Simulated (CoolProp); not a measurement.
Vapour-liquid equilibrium of hydrogen sulfide (1) + propane (2) at 254.9 K; x and y are mole fractions of (1).

Model: multi-fluid Helmholtz-energy mixture model, Lemmon 2006 and Lemmon 2009; pair parameters Kunz 2012, in CoolProp.

| x | bubble pressure (MPa) | y at the bubble point | dew pressure at overall composition x (MPa) | liquid density (mol/L) |
|---|---|---|---|---|
| 0.05 | 0.3252 | 0.223 | 0.2726 | 12.77 |
| 0.2 | 0.4615 | 0.506 | 0.3171 | 13.68 |
| 0.35 | 0.5388 | 0.621 | 0.3766 | 14.94 |
| 0.5 | 0.5826 | 0.689 | 0.4576 | 16.59 |
| 0.65 | 0.6072 | 0.742 | 0.5586 | 18.71 |
| 0.8 | 0.6175 | 0.805 | 0.6174 | 21.34 |
| 0.95 | 0.6010 | 0.924 | 0.5943 | 24.44 |

y crosses x between x = 0.8 and 0.95: the model has an azeotrope there.

Pair parameters are fitted to limited data, so mixtures are less certain than the pure fluids.
